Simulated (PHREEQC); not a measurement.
Model water analysis in mg/kgw, 25 °C, pH 6.44, pe 9.8: Na 4570; K 134; Ca 7.2; Mg 630; Cl 8630; S(6) as SO4 162; Alkalinity as HCO3 0.866; O(0) (dissolved oxygen) 8.32; Zn 39.7.

Valence states are taken as typed.

The numbers come from PHREEQC with the ion-association model, wateq4f.dat.

| quantity | before | after |
|---|---|---|
| HCO3- (mol/kgw) | 1.00e-5 | 2.20e-5 |
| KSO4- (mol/kgw) | 5.71e-6 | 5.71e-6 |
| CO2 (mol/kgw) | 5.62e-6 | 1.23e-5 |
| ZnOHCl (mol/kgw) | 2.06e-6 | 2.06e-6 |
| MgHCO3+ (mol/kgw) | 1.00e-6 | 2.20e-6 |
| ZnCl4-2 (mol/kgw) | 6.75e-7 | 6.75e-7 |
| SI of Zincite(c) (ZnO) | -2.10 | -2.10 |
| SI of Zn(OH)2-e (Zn(OH)2) | -2.47 | -2.47 |

**Question.** What was changed between the two runs?
A) Alkalinity from 0.866 to 1.73 mg/kgw
B) pH from 6.44 to 5.94 at the same alkalinity
C) Alkalinity from 0.866 to 0.433 mg/kgw

**Answer.** A, Alkalinity from 0.866 to 1.73 mg/kgw

No solid was allowed to form.
